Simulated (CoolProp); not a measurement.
Vapour pressure (kPa) of octamethyltrisiloxane (MDM): the reference equation beside estimates from Tc = 292.2 °C, pc = 1438 kPa, ω = 0.528. Clausius-Clapeyron is anchored at 203.65 °C with a constant enthalpy of vaporisation of 29.91 kJ/mol.

The numbers come from the reference Helmholtz-energy equation of state, Thol 2017 in CoolProp.

| T (°C) | reference | Lee-Kesler | Clausius-Clapeyron | van der Waals | Redlich-Kwong | Soave-Redlich-Kwong | Peng-Robinson |
|---|---|---|---|---|---|---|---|
| 170.45 | 158.4 | 156.8 | 184.8 | 503.5 | 307.5 | [?] | 156.9 |
| 177.05 | 184.6 | 182.8 | 208.2 | 539.4 | 342.1 | 184.2 | 182.9 |
| 183.75 | 214.5 | [?] | 234.1 | 577.5 | 379.8 | 214.4 | 212.6 |
| 190.35 | 247.3 | 245.1 | 261.8 | 616.6 | 419.7 | 247.7 | 245.4 |
| 196.95 | 283.9 | 281.4 | 292.0 | 657.3 | 462.4 | 284.8 | 282.0 |
| 203.65 | 325.1 | [?] | 325.1 | 700.3 | 508.7 | 326.7 | 323.3 |
| 210.25 | 370.0 | 366.9 | 360.4 | 744.4 | 557.2 | 372.5 | 368.4 |
| 216.95 | 420.1 | 416.9 | 399.0 | 790.9 | 609.6 | 423.7 | 418.9 |
| 223.55 | 474.4 | 471.1 | 439.8 | 838.4 | 664.3 | 479.2 | 473.9 |
| 230.25 | 534.9 | 531.5 | 484.3 | 888.3 | 723.1 | 541.1 | 535.1 |
| 236.85 | [?] | 596.7 | 531.3 | 939.3 | 784.4 | 607.7 | 601.2 |
| 243.55 | 672.1 | 669.2 | 582.2 | 992.8 | 850.0 | [?] | 674.6 |
| 250.15 | 749.6 | 747.1 | 635.6 | 1047 | 918.1 | 760.5 | 753.5 |
| 256.85 | 835.2 | 833.5 | 693.3 | 1105 | 990.8 | 847.7 | 840.6 |
| 263.45 | 927.1 | 926.3 | 753.6 | 1163 | 1066 | 940.6 | 933.8 |

Question: Fill in the missing entries.

Answer: 
- 170.45, Soave-Redlich-Kwong: 157.8
- 183.75, Lee-Kesler: 212.4
- 203.65, Lee-Kesler: 322.3
- 236.85, reference: 600.0
- 243.55, Soave-Redlich-Kwong: 681.5

Absolute difference from the reference over all 15 rows, mean and median: Lee-Kesler 0.7 and 0.8 %, Clausius-Clapeyron 9.8 and 9.5 %, van der Waals 100.6 and 88.3 %, Redlich-Kwong 48.7 and 45.1 %, Soave-Redlich-Kwong 0.8 and 0.9 %, Peng-Robinson 0.5 and 0.6 %.
